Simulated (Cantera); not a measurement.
**Equilibrium for silicon nitride deposition: SiH₂Cl₂ + NH₃ + N₂**

Feed: 1 mol SiH₂Cl₂, a varied amount of NH₃, 1.3 mol N₂, equilibrated at 1175 K and 1.00 bar.

Cantera equilibrium calculation (NASA polynomials, part measured and part estimated; ideal gas, pure solids and liquids). Candidate condensed phases: NH₄Cl, Si, Si₃N₄; 28 gas species. The tables' values for SiCl₃ are old estimates; treat these amounts as uncertain. Rates play no part.

From 3.4 mol NH₃ to 41 mol NH₃ the condensed part is Si₃N₄(s). The main Si-bearing gas is SiCl₄ throughout.

```tsv
n(NH₃) (mol)	x H₂	x N₂	x HCl	x SiCl₄	x SiHCl₃	x NH₃	n Si₃N₄(s)
3.4	0.546	0.249	0.202	0.00237	0.000151	4.34e-5	0.325
6.6	0.626	0.249	0.125	0.000265	3.13e-5	5.32e-5	0.332
9.8	0.661	0.249	0.0897	6.26e-5	1.09e-5	5.78e-5	0.333
13	0.681	0.249	0.0697	2.16e-5	4.97e-6	6.04e-5	0.333
16	0.693	0.249	0.0577	9.76e-6	2.76e-6	6.20e-5	0.333
19	0.701	0.249	0.0492	5.03e-6	1.69e-6	6.32e-5	0.333
22	0.708	0.249	0.0429	2.85e-6	1.11e-6	6.40e-5	0.333
26	0.714	0.250	0.0366	1.49e-6	6.84e-7	6.49e-5	0.333
29	0.717	0.250	0.0330	9.71e-7	4.98e-7	6.54e-5	0.333
32	0.720	0.250	0.0300	6.61e-7	3.74e-7	6.58e-5	0.333
35	0.723	0.250	0.0275	4.65e-7	2.88e-7	6.61e-5	0.333
38	0.725	0.250	0.0254	3.36e-7	2.26e-7	6.64e-5	0.333
41	0.727	0.250	0.0236	2.49e-7	1.81e-7	6.66e-5	0.333
```
x: gas mole fraction; n: condensed amount in mol.
